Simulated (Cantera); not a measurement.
Input (Python, Cantera) and output of one run.

```python
import numpy as np
import cantera as ct

gas_names = """
    C CO CO2 C2 C2O C3 C3O2 C4 C5 O O2 O3
""".split()
cond_names = """
    C(gr)
""".split()


# ... load() reads the species with a 1 bar reference pressure and builds the phases ...
atoms = {
    'CO': {'C': 1, 'O': 1},
    'CO2': {'C': 1, 'O': 2},
}
top_T = {'C(gr)': 4500}  # K; cautious upper limits of use, not melting points


# ... equilibrate(T, P, feed) seeds the gas with the atoms and calls Mixture.equilibrate('TP', solver="vcs", rtol=1e-11, max_steps=5000) ...
results = []
feed = {'CO': 1, 'CO2': 0.96}  # mol
P = 2100  # Pa
for T in [773, 873, 973, 1073, 1173, 1273, 1373, 1473, 1573, 1673]:
    mix = equilibrate(T, P, feed)
    results.append((T, P, feed, dict(zip(mix.species_names, mix.species_moles))))

top = {s: max(r[3][s] / sum(r[3][g] for g in gas_names) for r in results) for s in gas_names}
cols = sorted((s for s in top if top[s] > 1e-06), key=lambda s: -top[s])[:5]
seen = [c for c in cond_names if any(r[3].get(c, 0) > 1e-12 for r in results)]
print("log10 of partial pressures in bar; condensed amounts in mol")
print(f"{'T/K':>10s}" + "".join(f"{s[:9]:>10s}" for s in cols + seen))
for T, P, feed, n in results:
    ng = sum(n[g] for g in gas_names)
    print(f"{T:10.4g}" + "".join(f"{np.log10(max(n[s] / ng * P / 1e5, 1e-99)):10.3f}" for s in cols)
          + "".join(f"{n.get(c, 0):10.4g}" for c in seen))
```

Output:

```
log10 of partial pressures in bar; condensed amounts in mol
       T/K       CO2        CO     C(gr)
       773    -1.868    -2.128    0.1852
       873    -1.988    -1.970         0
       973    -1.988    -1.970         0
      1073    -1.988    -1.970         0
      1173    -1.988    -1.970         0
      1273    -1.988    -1.970         0
      1373    -1.988    -1.970         0
      1473    -1.988    -1.970         0
      1573    -1.988    -1.970         0
      1673    -1.988    -1.970         0
```

Equilibrium computed with Cantera from the NASA thermochemical tables; the gas is ideal and each condensed phase is pure.
